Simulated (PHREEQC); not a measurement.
Solution (20 °C): 0.048 mol MgCl2, 0.0097 mol NaHCO3 and 0.00012 mol H4SiO4 per kg of water. Closed to the air; pH follows from the charge balance.

Computed with PHREEQC (Pitzer model, pitzer.dat).

No solid was allowed to form.

Problem. Order these C species by the share of C that they hold, largest first: CO3-2, CO2, MgCO3, HCO3-.

Solution. HCO3- (94 %), CO2 (2.8 %), MgCO3 (2.0 %), CO3-2 (0.78 %)

The pH is 7.74 and the ionic strength 0.153 mol/kgw. The solution is supersaturated, for example in Magnesite (slow to form), so a real one may precipitate; this is no full list. Complexes and solids missing from the database can't appear.
